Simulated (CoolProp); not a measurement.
A closed Brayton cycle with carbon dioxide: compressor inlet 327.15 K and 8 MPa, high pressure 21.4 MPa, turbine inlet 630 K, compressor efficiency 0.8, turbine efficiency 0.85, recuperator effectiveness 0.95 (on enthalpy, no pinch check). Each further row changes one setting.

Computed with CoolProp (reference Helmholtz-energy equation of state, Span 1996).

```csv
case,thermal efficiency (%),net work (kJ/kg),compressor to turbine work,compressor exit (K),turbine exit (K)
as stated,(withheld),31.6,0.64,414.3,533.3
turbine inlet 580 K,(withheld),(withheld),0.72,414.3,(withheld)
compressor inlet 337.15 K,16.4,25.4,0.71,429.7,533.3
high pressure 18.2 MPa,(withheld),29.4,0.61,(withheld),(withheld)
recuperator effectiveness 0.5,(withheld),31.6,0.64,414.3,533.3
```

**Question.** What belongs in the gaps?

**Answer.** 
- as stated, thermal efficiency (%): 19.3
- turbine inlet 580 K, thermal efficiency (%): 14.6
- turbine inlet 580 K, net work (kJ/kg): 22.2
- turbine inlet 580 K, turbine exit (K): 486.6
- high pressure 18.2 MPa, thermal efficiency (%): 20.2
- high pressure 18.2 MPa, compressor exit (K): 399.4
- high pressure 18.2 MPa, turbine exit (K): 549.1
- recuperator effectiveness 0.5, thermal efficiency (%): 14.0
